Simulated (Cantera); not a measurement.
An isothermal, constant-pressure homogeneous reactor starts with CH₄ : H₂ : N₂ = 0.023 : 1 : 0.00073 (molar parts), at 2475 K and 42.0 Torr.

Computed with Cantera and GRI-Mech 3.0 (53 species, 325 reactions). GRI-Mech 3.0 stops at C3 and has no aromatics, soot or wall deposition, so with more carbon than oxygen in the feed, carbon stays in small species such as C2H2 where larger ones or solid carbon would form.

x: mole fraction; the columns are a selection and need not sum to one.

```json
[
 {"t (s)": "6.00e-5", "x CH₄": "0.0206", "x H₂": "0.973", "x CH₂": "?", "x H": "0.00431", "x C₂H₄": "1.19e-5"},
 {"t (s)": "0.000177", "x CH₄": "0.0174", "x H₂": "0.965", "x CH₂": "?", "x H": "0.0119", "x C₂H₄": "7.87e-5"},
 {"t (s)": "0.000520", "x CH₄": "0.00925", "x H₂": "0.957", "x CH₂": "?", "x H": "0.0245", "x C₂H₄": "7.97e-5"},
 {"t (s)": "0.00153", "x CH₄": "0.00194", "x H₂": "0.952", "x CH₂": "?", "x H": "0.0344", "x C₂H₄": "8.62e-6"},
 {"t (s)": "0.00451", "x CH₄": "0.000298", "x H₂": "0.945", "x CH₂": "?", "x H": "0.0438", "x C₂H₄": "1.33e-6"},
 {"t (s)": "0.0133", "x CH₄": "4.94e-5", "x H₂": "0.933", "x CH₂": "?", "x H": "0.0558", "x C₂H₄": "8.00e-7"},
 {"t (s)": "0.0391", "x CH₄": "1.25e-5", "x H₂": "0.914", "x CH₂": "2.38e-6", "x H": "0.0743", "x C₂H₄": "5.45e-7"},
 {"t (s)": "0.115", "x CH₄": "7.89e-6", "x H₂": "0.900", "x CH₂": "2.23e-6", "x H": "0.0891", "x C₂H₄": "4.25e-7"},
 {"t (s)": "0.340", "x CH₄": "7.56e-6", "x H₂": "0.898", "x CH₂": "2.23e-6", "x H": "0.0908", "x C₂H₄": "4.14e-7"},
 {"t (s)": "1.00", "x CH₄": "7.56e-6", "x H₂": "0.898", "x CH₂": "2.23e-6", "x H": "0.0908", "x C₂H₄": "4.14e-7"}
]
```

Q: What belongs in the gaps?

A: 
- 6.00e-5, x CH₂: 1.04e-5
- 0.000177, x CH₂: 6.03e-5
- 0.000520, x CH₂: 0.000130
- 0.00153, x CH₂: 6.58e-5
- 0.00451, x CH₂: 1.82e-5
- 0.0133, x CH₂: 5.12e-6
